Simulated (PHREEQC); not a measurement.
A column of 0.1 m (40 cells, dispersivity 0.005 m, 3600 s a shift, diffusion coefficient 3e-10 m²/s) holds 0.093 eq of the database's cation exchanger X per kg of pore water, first in equilibrium with 17 mmol/kgw CdCl2, 15 mmol/kgw ZnCl2, 37 mmol/kgw MgSO4 and 0.01 mmol/kgw HCl. It is flushed with 0.00062 mol ZnSO4, 0.0038 mol CdCl2, 0.049 mol MgSO4 and 1e-05 mol HCl per kg of water, at 25 °C. Values are for the last cell. CO2 from the air is kept out. Nothing may precipitate in this run.

Base run: PHREEQC, ion-association model, phreeqc.dat. Each further column changes one thing. The table gives Zn in solution (mol/kgw).

| pore volumes | base | exchange capacity from 0.093 to 0.046 eq/kgw | dispersivity from 0.005 to 0.01 m |
|---|---|---|---|
| 0 | 0.0150 | 0.0150 | 0.0150 |
| 0.6375 | 0.0148 | 0.0147 | 0.0146 |
| 1.387 | 0.0113 | (withheld) | 0.0103 |
| 2.013 | 0.00674 | 0.00298 | (withheld) |
| 2.638 | 0.00344 | (withheld) | 0.00375 |
| 3.388 | 0.00155 | (withheld) | (withheld) |
| 4.013 | 0.000953 | 0.000639 | (withheld) |

Question: Fill in the missing entries.

Answer: 
- 1.387, exchange capacity from 0.093 to 0.046 eq/kgw: 0.00783
- 2.013, dispersivity from 0.005 to 0.01 m: 0.00639
- 2.638, exchange capacity from 0.093 to 0.046 eq/kgw: 0.00122
- 3.388, exchange capacity from 0.093 to 0.046 eq/kgw: 0.000715
- 3.388, dispersivity from 0.005 to 0.01 m: 0.00203
- 4.013, dispersivity from 0.005 to 0.01 m: 0.00132
